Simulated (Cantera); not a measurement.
An isothermal, constant-pressure homogeneous reactor starts with CH₄ : N₂ = 1 : 6.3 (molar parts), at 1525 K and 20.0 Torr.

Detailed kinetics in Cantera: GRI-Mech 3.0 (53 species, 325 reactions). GRI-Mech 3.0 stops at C3 and has no aromatics, soot or wall deposition, so with more carbon than oxygen in the feed, carbon stays in small species such as C2H2 where larger ones or solid carbon would form. Radical loss at walls, strong at low pressure, is not modelled.

### Question
Predict: x(CH₄) at 20.0 s; x(C₂H₆) at 20.0 s; x(C₂H₄) at 20.0 s; x(C₂H) at 20.0 s; x(CH₃) at 20.0 s; x(H) at 20.0 s; x(H₂) at 20.0 s.

### Answer
- x(CH₄) at 20.0 s: 0.00930 (gas-phase equilibrium 0.000213)
- x(C₂H₆) at 20.0 s: 7.35e-7 (gas-phase equilibrium 9.36e-10)
- x(C₂H₄) at 20.0 s: 7.18e-5 (gas-phase equilibrium 2.72e-5)
- x(C₂H) at 20.0 s: 3.45e-8 (gas-phase equilibrium 1.93e-8)
- x(CH₃) at 20.0 s: 5.29e-5 (gas-phase equilibrium 1.48e-6)
- x(H) at 20.0 s: 4.73e-5 (gas-phase equilibrium 6.20e-5)
- x(H₂) at 20.0 s: 0.168 (gas-phase equilibrium 0.180)
